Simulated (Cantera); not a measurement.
A Cantera script and what it prints.

```python
import numpy as np
import cantera as ct

gas_names = """
    H HO2 H2 H2O H2O2 O OH O2 O3 Si SiH SiH2 SiH3 SiH4 SiO SiO2 Si2 Si3
""".split()
cond_names = """
    H2O(s) H2O(L) Si(cr) Si(L) SiO2(Lqz) SiO2(hqz) SiO2(L)
""".split()


# ... load() reads the species with a 1 bar reference pressure and builds the phases ...
atoms = {
    'Si': {'Si': 1},
    'H2O': {'H': 2, 'O': 1},
    'O2': {'O': 2},
}
top_T = {}  # K; cautious upper limits of use, not melting points


# ... equilibrate(T, P, feed) seeds the gas with the atoms and calls Mixture.equilibrate('TP', solver="vcs", rtol=1e-11, max_steps=5000) ...
results = []
feed = {'Si': 1, 'H2O': 0.91, 'O2': 1.4}  # mol
T = 848.15  # K
P = 2700  # Pa
mix = equilibrate(T, P, feed)
results.append((T, P, feed, dict(zip(mix.species_names, mix.species_moles))))
print(gas.report(threshold=0.0001))
for i in range(1, mix.n_phases):
    print(f"{mix.phase(i).name:16s} {mix.phase_moles(i):12.5e} mol")
```

Output:

```
       temperature   848.15 K
          pressure   2700 Pa
           density   0.0085322 kg/m^3
  mean mol. weight   22.285 kg/kmol
   phase of matter   gas

                          1 kg             1 kmol
                     ---------------   ---------------
          enthalpy        -6.679e+06       -1.4884e+08  J
   internal energy       -6.9954e+06       -1.5589e+08  J
           entropy             11885        2.6485e+05  J/K
    Gibbs function       -1.6759e+07       -3.7348e+08  J
 heat capacity c_p            1692.7             37722  J/K
 heat capacity c_v            1319.6             29407  J/K

                      mass frac. Y      mole frac. X     chem. pot. / RT
                     ---------------   ---------------   ---------------
               H2O           0.56156           0.69466           -62.643
                O2           0.43844           0.30534           -30.935
     [  +16 minor]        1.9122e-08        2.4969e-08

Si(cr)            0.00000e+00 mol
SiO2(hqz)         1.00000e+00 mol
```

Equilibrium computed with Cantera from the NASA thermochemical tables; the gas is ideal and each condensed phase is pure.
